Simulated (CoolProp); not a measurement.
Vapour-liquid equilibrium of 1-butene (1) + n-perfluorobutane (2) at 328.1 K; x and y are mole fractions of (1).

Model: multi-fluid Helmholtz-energy mixture model, Lemmon 2005 and Gao 2022; pair parameters Bell 2016, in CoolProp.

Give the bubble pressure and the first vapour's composition at x = 0.35, 0.5, 0.95. Is there an azeotrope?

x = 0.35: 10.07 bar, y = 0.508; x = 0.5: 10.49 bar, y = 0.570; x = 0.95: 8.571 bar, y = 0.783. y crosses x between x = 0.5 and 0.65: the model has an azeotrope there.

The pair parameters rest on a limited set of measurements; away from them the model extrapolates. With so large a gap from Raoult's law the liquid may split in two, which this calculation doesn't test in full.
